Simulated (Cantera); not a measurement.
Charge: 1 mol Cr2O3, 840 mol H2, 73 mol N2, equilibrated at 927 °C and 1 atm.

These are equilibrium values from Cantera (NASA tables, ideal gas, pure condensed phases), not measurements of a reactor. Candidate condensed phases: Cr, CrN, Cr2N, Cr2O3, H2O; 29 gas species. Mutual solubility and eutectic melting of coexisting phases are not modelled. Equilibrium is a limit: real reactors are often held back by kinetics, nucleation or transport.

Task: What is the equilibrium state?

Result: x(H2): 0.920
x(N2): 0.0799
x(H2O): 0.000222
x(NH3): 4.83e-5
n(Cr2N(s)): 0.0677 mol
n(Cr2O3(s)): 0.932 mol
gas amount: 912.9 mol
log10 activity of Cr(s) (absent): -0.56
